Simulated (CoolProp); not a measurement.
Properties of n-undecane along the isobar 101 kPa.

The numbers come from the reference Helmholtz-energy equation of state, Aleksandrov 2011 in CoolProp. It is a short technical equation, of lower accuracy than the large ones.

```
T (K)  phase  density (kg/m³)  fugacity coefficient
-----  -----  ---------------  --------------------
527.8    gas              ___                0.9600
537      gas            3.678                0.9626
546.2    gas            3.607                0.9649
555.5    gas              ___                0.9671
564.7    gas              ___                0.9691
573.9    gas            3.410                0.9709
583.1    gas            3.351                   ___
592.3    gas            3.293                0.9741
601.6    gas            3.237                0.9755
610.8    gas            3.184                0.9768
620      gas            3.132                0.9781
```

**Question.** What belongs in the gaps?

**Answer.** 
- 527.8, density (kg/m³): 3.753
- 555.5, density (kg/m³): 3.538
- 564.7, density (kg/m³): 3.473
- 583.1, fugacity coefficient: 0.9725
